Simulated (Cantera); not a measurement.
A Cantera script and its output.

```python
import numpy as np
import cantera as ct

surf = ct.Interface("diamond.yaml", "diamond_100")
gas, bulk = surf.adjacent["gas"], surf.adjacent["diamond"]
k = surf.kinetics_species_index(bulk.species_names[0])
cover = ["c6HH", "c6H*", "c6*H", "c6**", "c6HM", "c6B"]

rows, drift = [], 0.0
print(f"{'xH':>10s}{'um/h':>11s}" + "".join(f"{s:>11s}" for s in cover))
for v in [0.0001, 0.00021, 0.00046, 0.00098, 0.0021, 0.0045, 0.0097, 0.021, 0.044]:
    T, P, xH, xCH3 = 1075, 4300, v, 0.00028
    gas.TPX = T, P, {"H": xH, "CH3": xCH3, "CH4": 0.026, "H2": 1 - xH - xCH3 - 0.026}
    surf.TP = bulk.TP = T, P
    surf.coverages = "c6H*:0.1, c6HH:0.9"
    surf.advance_coverages(100.0)
    before = surf.coverages
    surf.advance_coverages(100.0)
    drift = max(drift, np.max(np.abs(surf.coverages - before) / (surf.coverages + 1e-9)))
    rate = surf.net_production_rates[k] * bulk.mean_molecular_weight / bulk.density * 3.6e9
    rows.append([rate, *surf[cover].coverages])
    print(f"{v:10.4g}{rate:11.4e}" + "".join(f"{x:11.3e}" for x in rows[-1][1:]))
```

Output:

```
        xH       um/h       c6HH       c6H*       c6*H       c6**       c6HM        c6B
    0.0001 4.4989e-01  5.598e-01  2.008e-02  3.378e-01  4.135e-03  4.989e-02  1.221e-09
   0.00021 9.7468e-01  5.249e-01  2.161e-02  3.635e-01  6.880e-03  5.394e-02  2.645e-09
   0.00046 1.9747e+00  5.084e-01  2.259e-02  3.800e-01  9.859e-03  5.220e-02  5.358e-09
   0.00098 3.4198e+00  5.062e-01  2.334e-02  3.926e-01  1.221e-02  4.375e-02  9.280e-09
    0.0021 5.1067e+00  5.115e-01  2.405e-02  4.042e-01  1.387e-02  3.104e-02  1.386e-08
    0.0045 6.5875e+00  5.187e-01  2.464e-02  4.137e-01  1.492e-02  1.886e-02  1.788e-08
    0.0097 7.6116e+00  5.242e-01  2.507e-02  4.201e-01  1.553e-02  1.016e-02  2.065e-08
     0.021 8.2056e+00  5.276e-01  2.539e-02  4.237e-01  1.586e-02  5.068e-03  2.227e-08
     0.044 8.5107e+00  5.293e-01  2.571e-02  4.253e-01  1.605e-02  2.511e-03  2.309e-08
```

Detailed kinetics in Cantera: the Harris–Goodwin 1993 mechanism for the reconstructed diamond (100) surface.
